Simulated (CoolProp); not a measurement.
Properties of ethanol along the isobar 20.9 MPa (Tc = 241.6 °C, pc = 6.268 MPa, ω = 0.644).

Computed with CoolProp (reference Helmholtz-energy equation of state, Schroeder 2014).

| T (°C) | phase | density (kg/m³) | cv (kJ/(kg K)) | isothermal compressibility (1/MPa) | viscosity (µPa s) | conductivity (mW/(m K)) | fugacity coefficient |
|---|---|---|---|---|---|---|---|
| 200.95 | liquid | 623.4 | 2.917 | 0.003960 | 130 | 147 | 0.1614 |
| 210.95 | liquid | 608.7 | 2.933 | 0.004496 | 119 | 146 | 0.1881 |
| 220.95 | liquid | 593.4 | 2.951 | 0.005148 | 109 | 144 | 0.2169 |
| 231.05 | liquid | 577.1 | 2.971 | 0.005973 | 99.9 | 143 | 0.2478 |
| 241.05 | liquid | 560.1 | 2.993 | 0.007025 | 91.8 | 142 | 0.2800 |
| 251.05 | supercritical | 541.9 | 3.015 | 0.008408 | 84.6 | 141 | 0.3136 |
| 261.15 | supercritical | 522.1 | 3.036 | 0.01027 | 78.0 | 139 | 0.3485 |
| 271.15 | supercritical | 500.9 | 3.054 | 0.01273 | 72.1 | 138 | 0.3837 |
| 281.15 | supercritical | 478.1 | 3.068 | 0.01591 | 66.7 | 136 | 0.4190 |
| 291.25 | supercritical | 453.6 | 3.077 | 0.01984 | 61.8 | 134 | 0.4544 |
| 301.25 | supercritical | 428.5 | 3.079 | 0.02423 | 57.5 | 133 | 0.4888 |
| 311.25 | supercritical | 403.2 | 3.074 | 0.02881 | 53.8 | 130 | 0.5220 |
| 321.35 | supercritical | 378.4 | 3.063 | 0.03340 | 50.7 | 128 | 0.5543 |

Viscosity comes from a separate model (Kiselev 2005). Thermal conductivity comes from a separate model (Assael 2013).
